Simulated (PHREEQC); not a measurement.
# Copper plating or etch bath: speciation

Make-up at 25 °C: 0.0023 mol/kgw Cu(BF4)2 and 0.053 mol/kgw Na2SO4. Closed to the air; pH follows from the charge balance.

The numbers come from PHREEQC with the ion-association model, phreeqc.dat.

Each row changes one thing in this solution. No solid was allowed to form.

| case | pH | ionic strength (mol/kgw) | Na+ (mol/kgw) | SO4-2 (mol/kgw) | NaSO4- (mol/kgw) | HSO4- (mol/kgw) |
|---|---|---|---|---|---|---|
| as made | 3.16 | 0.147 | 0.0989 | 0.0436 | 0.00704 | 0.00126 |
| Na2SO4 from 0.053 to 0.53 mol/kgw | 3.27 | 1.16 | 0.843 | 0.309 | 0.216 | 0.00288 |
| Cu(BF4)2 replaced by H3BO3 at the same molality | 6.12 | 0.144 | 0.0986 | 0.0456 | 0.00740 | 1.45e-6 |
| 0.0009 mol/kgw TMAH added | 3.26 | 0.148 | 0.0988 | 0.0438 | 0.00707 | 0.000998 |
| temperature from 25 to 90 °C | 3.52 | 0.143 | 0.0978 | 0.0412 | 0.00805 | 0.00257 |
| temperature from 25 to 10 °C | 3.11 | 0.148 | 0.0993 | 0.0442 | 0.00663 | 0.00106 |

The ionic strength passes 0.7 mol/kgw, the rough limit of the ion-association models, in Na2SO4 from 0.053 to 0.53 mol/kgw. (CH3)4N+ isn't in the database: it is added as a free cation with an ion size of 4 Å. Constants without temperature data keep their 25 °C values here. Real BF4- forms and hydrolyses slowly; the run takes it at equilibrium.
